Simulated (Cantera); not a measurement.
## SiF₄ + O₂ (silicon oxide and oxynitride deposition)

Feed: 1 mol SiF₄, 5.4 mol O₂, held at 10.0 Torr.

These are equilibrium values from Cantera (NASA tables, ideal gas, pure condensed phases), not measurements of a reactor. Candidate condensed phases: Si, SiO₂; 17 gas species. The tables' values for SiF₃ are old estimates; treat these amounts as uncertain. The tables hold silica as quartz up to 1696 K and as liquid above; real silica turns to tridymite and cristobalite and melts near 1996 K. Rates play no part.

From 1273 K to 1773 K nothing is condensed. At 1873 K the condensed part is SiO₂(condensed). The main Si-bearing gas is SiF₄ throughout.

```csv
T (K),x O₂,x SiF₄,x O,x F,x SiF₃,x SiO₂,x SiO,x SiF₂,n SiO₂(condensed)
1273,0.844,0.156,8.56e-7,8.87e-8,3.39e-9,<1e-12,<1e-12,<1e-12,0
1373,0.844,0.156,4.90e-6,5.36e-7,3.73e-8,1.98e-12,<1e-12,<1e-12,0
1473,0.844,0.156,2.22e-5,2.54e-6,2.94e-7,6.72e-11,<1e-12,<1e-12,0
1573,0.844,0.156,8.31e-5,9.91e-6,1.78e-6,1.44e-9,4.35e-11,1.02e-11,0
1673,0.843,0.156,0.000266,3.29e-5,8.67e-6,2.14e-8,1.60e-9,2.09e-10,0
1773,0.843,0.156,0.000747,9.61e-5,3.49e-5,2.27e-7,3.79e-8,2.97e-9,0
1873,0.842,0.156,0.00188,0.000251,0.000121,1.84e-6,6.30e-7,3.15e-8,0.000194
```
x: gas mole fraction; n: condensed amount in mol.
